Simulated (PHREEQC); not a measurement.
Na2CO3 is added in steps, without added water, to 1 kg of water holding 0.001 mol/kgw K2CO3, 0.0008 mol/kgw K2SO4 and 0.014 mol/kgw CO2, at 20 °C. No CO2 enters from the air. Only these solids could form: Arcanite, Burkeite, Glaserite, Kalicinite, Mirabilite, Misenite, Nahcolite, Natron, Thenardite, Trona.

Base run: PHREEQC, Pitzer model, pitzer.dat. Each further column changes one thing. The table gives CO3-2 (mol/kgw).

```tsv
Na2CO3 added (mol)	base	database wateq4f.dat	database phreeqc.dat, Debye-Hückel limiting law	database phreeqc.dat, all activity coefficients set to 1	database phreeqc.dat
0	3.44e-8	3.59e-8	3.66e-8	3.13e-8	3.59e-8
0.003125	9.21e-7	8.50e-7	8.84e-7	(withheld)	8.50e-7
0.004687	2.22e-6	1.96e-6	2.06e-6	1.56e-6	1.96e-6
0.007812	9.53e-6	7.74e-6	(withheld)	5.96e-6	7.74e-6
0.009375	1.97e-5	1.55e-5	1.68e-5	1.17e-5	1.55e-5
0.0125	0.000186	0.000142	0.000155	0.000109	0.000142
0.01562	0.00267	0.00218	0.00226	0.00186	0.00218
0.01719	0.00421	0.00340	(withheld)	0.00286	0.00339
0.02031	0.00731	0.00578	0.00610	(withheld)	0.00577
0.02187	0.00887	0.00694	(withheld)	0.00563	0.00693
0.025	0.0120	0.00921	0.00986	(withheld)	0.00918
```

Q: Some entries are withheld; supply them.

A: 
- 0.003125, database phreeqc.dat, all activity coefficients set to 1: 6.95e-7
- 0.007812, database phreeqc.dat, Debye-Hückel limiting law: 8.30e-6
- 0.01719, database phreeqc.dat, Debye-Hückel limiting law: 0.00355
- 0.02031, database phreeqc.dat, all activity coefficients set to 1: 0.00475
- 0.02187, database phreeqc.dat, Debye-Hückel limiting law: 0.00736
- 0.025, database phreeqc.dat, all activity coefficients set to 1: 0.00729

 pitzer.dat has no redox and few complexes: it carries them in its interaction parameters. phreeqc.dat and wateq4f.dat share most of their constants, so their agreement is no independent check. Solids allowed in the column 'database wateq4f.dat': Mirabilite, Nahcolite, Natron.
